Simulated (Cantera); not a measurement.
Charge: 1 mol BN, 46 mol HCl, 24 mol N2, held at 700 K and 21.0 mbar.

Method: chemical equilibrium by Gibbs-energy minimisation in Cantera with the NASA 1993 tables (ideal gas, pure condensed phases). Candidate condensed phases: B, BN, NH4Cl; 21 gas species. Kinetics and transport are ignored.

Base state: HCl 0.657, N2 0.343, H2 0.000267, BCl3 0.000178 (mole fractions); condensed: BN(s).

Q: What changes in the equilibrium state with this change: temperature from 700 K to 1073.15 K?

A: 
```json
[
 {"species": "HCl", "before": "0.657", "after": "0.645"},
 {"species": "N2", "before": "0.343", "after": "0.345"},
 {"species": "H2", "before": "0.000267", "after": "0.00590"},
 {"species": "BCl3", "before": "0.000178", "after": "0.00393"},
 {"species": "BN(s), mol", "before": "0.988", "after": "0.725"}
]
```
Gases not in the tables: BHCl2.
